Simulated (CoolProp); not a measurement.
Vapour-liquid equilibrium of propane (1) + isobutene (2) at 0.0742 bar; x and y are mole fractions of (1).

Values from CoolProp's multi-fluid Helmholtz-energy mixture model, Lemmon 2009 and Lemmon 2005; pair parameters Bell 2016.

| x | bubble temperature (K) | y at the bubble point | dew temperature at overall composition x (K) | liquid density (mol/L) |
|---|---|---|---|---|
| 0.05 | 208.6 | 0.346 | 213.5 | 12.33 |
| 0.2 | 199.9 | 0.696 | 211.2 | 12.69 |
| 0.35 | 195.6 | 0.813 | 208.5 | 12.99 |
| 0.5 | 192.6 | 0.881 | 205.3 | 13.28 |
| 0.65 | 190.0 | 0.929 | 201.4 | 13.58 |
| 0.8 | 187.7 | 0.966 | 196.2 | 13.89 |
| 0.95 | 185.7 | 0.993 | 188.8 | 14.21 |

No azeotrope shows between x = 0.05 and 0.95.

The pair parameters rest on a limited set of measurements; away from them the model extrapolates.
